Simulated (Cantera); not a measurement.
# Low-pressure radical oxidation in H2/O2

An isothermal, constant-pressure homogeneous reactor starts with H2 : O2 : H2O = 0.0085 : 1 : 0.0038 (molar parts), equivalence ratio 0.0043, at 1075 K and 0.0267 bar.

Model: the H2/O2 subset of GRI-Mech 3.0, which has no nitrogen chemistry, integrated in Cantera. Radical loss at walls, strong at low pressure, is not modelled.

| t (s) | x H2 | x O2 | x H2O2 | x OH | x HO2 |
|---|---|---|---|---|---|
| 1.00e-5 | 0.00840 | 0.988 | <1e-12 | 1.24e-12 | 1.09e-11 |
| 3.42e-5 | 0.00840 | 0.988 | <1e-12 | 1.18e-11 | 3.73e-11 |
| 0.000117 | 0.00840 | 0.988 | <1e-12 | 8.17e-11 | 1.28e-10 |
| 0.000400 | 0.00840 | 0.988 | <1e-12 | 4.52e-10 | 4.43e-10 |
| 0.00137 | 0.00840 | 0.988 | <1e-12 | 5.80e-9 | 1.65e-9 |
| 0.00468 | 0.00838 | 0.988 | 6.64e-11 | 7.77e-6 | 2.38e-7 |
| 0.0160 | 5.53e-5 | 0.983 | 5.33e-8 | 0.000453 | 2.87e-6 |
| 0.0548 | 1.29e-5 | 0.986 | 4.29e-8 | 0.000240 | 1.61e-6 |
| 0.187 | 1.97e-6 | 0.988 | 3.03e-8 | 9.64e-5 | 5.81e-7 |
| 0.641 | 2.18e-7 | 0.988 | 1.30e-8 | 3.35e-5 | 1.35e-7 |
| 2.19 | 2.67e-8 | 0.988 | 3.50e-9 | 1.22e-5 | 2.54e-8 |
| 7.50 | 4.33e-9 | 0.988 | 8.12e-10 | 5.04e-6 | 5.16e-9 |
| 25.6 | 8.98e-10 | 0.988 | 1.99e-10 | 2.34e-6 | 1.45e-9 |
| 87.7 | 2.23e-10 | 0.988 | 5.35e-11 | 1.17e-6 | 9.02e-10 |
| 300 | 7.38e-11 | 0.988 | 1.86e-11 | 6.78e-7 | 1.13e-9 |
x: mole fraction; the columns are a selection and need not sum to one.

Equilibrium at this temperature and pressure: H2 5.30e-11, O2 0.988, H2O2 1.36e-11, OH 5.74e-7, HO2 1.28e-9 (gas phase only).
